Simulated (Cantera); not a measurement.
Gas mixture: CH3OH = 0.37 (molar parts), at 0.00296 atm, frozen composition.

Cantera's kinetic-theory transport with the Lennard-Jones parameters of GRI-Mech 3.0, ideal gas; thermal conductivity in the multicomponent form. Polar gases are described roughly by these parameters. The composition is frozen, though it would react at the higher temperatures.

One state of this run: ρ (kg/m³) = 0.00101; cp (J/kg/K) = 2978; μ (µPa s) = 35.2; λ (mW/m/K) = 139; Pr = 0.751; D (cm²/s) H = 3540; D (cm²/s) CH3 = 640; D (cm²/s) H2 = 2170. D: mixture-averaged diffusion coefficient of that species in the mixture.

### Question
Which value of T (K) does it belong to?
(A) 900
(B) 1150
(C) 400
(D) 1650

### Answer
B, 1150
